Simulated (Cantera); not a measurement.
Source: NASA polynomial tables (part measured, part estimated), evaluated in Cantera. Values are per mole of reaction as written; species without (g) are pure solids or liquids, kept so even where they would boil at 1 bar.

5 N2(g) + 2 P4O10 = 10 NO2(g) + 4 P2(g), with ΔH° = 6936.4 kJ and ΔS° = 1858.2 J/K at 300 K.

### Question
How far is the shortcut ΔG° ≈ ΔH°(300 K) − T·ΔS°(300 K) from the full temperature-dependent value at 373, 423, 473, 523, 573, 623 K?

### Answer
```json
[
 {"T (K)": "373", "shortcut (kJ)": "6243.3", "full (kJ)": "6244.0", "difference (kJ)": "-0.7", "difference in log10 K": "0.10"},
 {"T (K)": "423", "shortcut (kJ)": "6150.4", "full (kJ)": "6152.5", "difference (kJ)": "-2.1", "difference in log10 K": "0.26"},
 {"T (K)": "473", "shortcut (kJ)": "6057.5", "full (kJ)": "6061.8", "difference (kJ)": "-4.3", "difference in log10 K": "0.47"},
 {"T (K)": "523", "shortcut (kJ)": "5964.6", "full (kJ)": "5971.9", "difference (kJ)": "-7.3", "difference in log10 K": "0.73"},
 {"T (K)": "573", "shortcut (kJ)": "5871.7", "full (kJ)": "5882.9", "difference (kJ)": "-11.3", "difference in log10 K": "1.03"},
 {"T (K)": "623", "shortcut (kJ)": "5778.8", "full (kJ)": "5794.9", "difference (kJ)": "-16.1", "difference in log10 K": "1.35"}
]
```
The shortcut ignores the heat-capacity change of the reaction.
